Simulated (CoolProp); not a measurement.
Vapour-liquid equilibrium of methanol (1) + water (2) at 412.2 K; x and y are mole fractions of (1).

Values from CoolProp's multi-fluid Helmholtz-energy mixture model, de Reuck 1993 and Wagner 2002; pair parameters Bell 2016.

| x | bubble pressure, mixture model (MPa) | bubble pressure, Raoult's law (MPa) | y, mixture model | y, Raoult's law |
|---|---|---|---|---|
| 0.05 | 0.4038 | 0.3875 | 0.163 | 0.137 |
| 0.2 | 0.5386 | 0.4944 | 0.451 | 0.431 |
| 0.35 | 0.6537 | 0.6013 | 0.615 | 0.620 |
| 0.5 | 0.7557 | 0.7081 | 0.727 | 0.752 |
| 0.65 | 0.8502 | 0.8150 | 0.817 | 0.849 |
| 0.8 | 0.9416 | 0.9218 | 0.897 | 0.924 |
| 0.95 | 1.033 | 1.029 | 0.974 | 0.983 |

The largest gap from Raoult's law is +8.9 % in bubble pressure, at x = 0.2. No azeotrope shows between x = 0.05 and 0.95.

Pair parameters are fitted to limited data, so mixtures are less certain than the pure fluids.
